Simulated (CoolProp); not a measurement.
Vapour-liquid equilibrium of carbon dioxide (1) + CHF3 (R23) (2) at 0.935 MPa; x and y are mole fractions of (1).

Model: multi-fluid Helmholtz-energy mixture model, Span 1996 and Penoncello 2003; pair parameters Bell 2016, in CoolProp.

```csv
x,"bubble temperature, mixture model (K)","bubble temperature, Raoult's law (K)","y, mixture model","y, Raoult's law"
0.05,[?],240.4,0.072,0.069
0.125,[?],239.5,0.173,0.169
0.2,237.8,238.7,[?],0.262
0.275,[?],237.9,0.354,0.350
0.35,235.9,237.1,[?],0.433
0.425,235.0,236.3,[?],0.512
0.5,234.3,235.6,0.578,0.587
0.575,233.6,234.9,0.644,0.658
0.65,233.0,234.2,[?],0.725
0.725,232.5,233.5,0.769,0.789
0.8,232.0,232.9,0.830,0.850
0.875,231.7,232.2,0.891,0.909
0.95,231.4,231.6,0.955,0.964
```

### Question
What belongs in the gaps?

### Answer

- 0.05, bubble temperature, mixture model (K): 240.1
- 0.125, bubble temperature, mixture model (K): 238.9
- 0.2, y, mixture model: 0.267
- 0.275, bubble temperature, mixture model (K): 236.8
- 0.35, y, mixture model: 0.434
- 0.425, y, mixture model: 0.509
- 0.65, y, mixture model: 0.707

The largest gap from Raoult's law is -1.3 K in bubble temperature, at x = 0.5. No azeotrope shows between x = 0.05 and 0.95.

The pair parameters rest on a limited set of measurements; away from them the model extrapolates.
